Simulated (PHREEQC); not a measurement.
Consider water at 72 °C with 0.26 mol NaHCO3, 0.0056 mol Na2CO3 and 0.039 mol LiCl per kg of water. Closed to the air; pH follows from the charge balance.

Computed with PHREEQC (ion-association model, phreeqc.dat).

```
Property                     Result
--------------------  -------------
pH                             7.51
ionic strength        0.286 mol/kgw
activity of water             0.990
specific conductance    46100 µS/cm
density                 0.993 g/cm³
total alkalinity         271 meq/kg
```

| species | molality | activity | log γ |
|---|---|---|---|
| Na+ | 0.246 | 0.174 | -0.149 |
| HCO3- | 0.229 | 0.161 | -0.152 |
| Cl- | 0.0390 | 0.0260 | -0.177 |
| Li+ | 0.0390 | 0.0280 | -0.144 |
| NaCO3- | 0.0137 | 0.00979 | -0.147 |
| NaHCO3 | 0.0118 | 0.0126 | 0.029 |
| CO2 | 0.00971 | 0.0104 | 0.029 |

Precipitation was switched off in this run. Constants without temperature data keep their 25 °C values here.
